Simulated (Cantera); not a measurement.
Adiabatic ignition

An adiabatic, constant-volume homogeneous reactor starts with CO : H₂ : O₂ : N₂ = 1 : 0.084 : 0.63 : 2.37 (molar parts), at 1725 K and 34000 Pa.

Cantera simulation using GRI-Mech 3.0 (53 species, 325 reactions); the numbers are that mechanism's predictions, not measurements.

| t (s) | T (K) | P (bar) | x CO | x H₂ | x O₂ | x O | x HO₂ | x H |
|---|---|---|---|---|---|---|---|---|
| 3.00e-6 | 1725 | 0.340 | 0.245 | 0.0206 | 0.154 | 6.24e-7 | 1.89e-7 | 3.18e-7 |
| 9.34e-6 | 1725 | 0.340 | 0.245 | 0.0206 | 0.154 | 3.52e-6 | 4.61e-7 | 2.68e-6 |
| 2.91e-5 | 1725 | 0.340 | 0.245 | 0.0201 | 0.154 | 0.000259 | 1.99e-6 | 0.000215 |
| 9.06e-5 | 1811 | 0.356 | 0.194 | 0.00146 | 0.101 | 0.0415 | 4.25e-6 | 0.0150 |
| 0.000282 | 2046 | 0.398 | 0.151 | 0.00179 | 0.0735 | 0.0559 | 2.62e-6 | 0.0204 |
| 0.000878 | 2430 | 0.462 | 0.140 | 0.00189 | 0.0748 | 0.0372 | 1.79e-6 | 0.0107 |
| 0.00273 | 2788 | 0.517 | 0.121 | 0.00156 | 0.0675 | 0.0211 | 3.49e-6 | 0.00487 |
| 0.00851 | 2801 | 0.518 | 0.119 | 0.00156 | 0.0635 | 0.0192 | 3.56e-6 | 0.00453 |
| 0.0265 | 2801 | 0.518 | 0.119 | 0.00156 | 0.0634 | 0.0192 | 3.56e-6 | 0.00453 |
| 0.0825 | 2801 | 0.518 | 0.119 | 0.00156 | 0.0634 | 0.0192 | 3.56e-6 | 0.00453 |
| 0.257 | 2801 | 0.518 | 0.119 | 0.00156 | 0.0634 | 0.0192 | 3.56e-6 | 0.00453 |
| 0.800 | 2801 | 0.518 | 0.119 | 0.00156 | 0.0634 | 0.0192 | 3.56e-6 | 0.00453 |
x: mole fraction; the columns are a selection and need not sum to one.

```yaml
time_of_steepest_temperature_rise: 87.3 µs
temperature at 0.800 s: 2801 K
equilibrium_temperature: 2801 K
x(CO) at 0.800 s: 0.119 (gas-phase equilibrium 0.119)
x(H₂) at 0.800 s: 0.00156 (gas-phase equilibrium 0.00156)
x(O₂) at 0.800 s: 0.0634 (gas-phase equilibrium 0.0634)
```
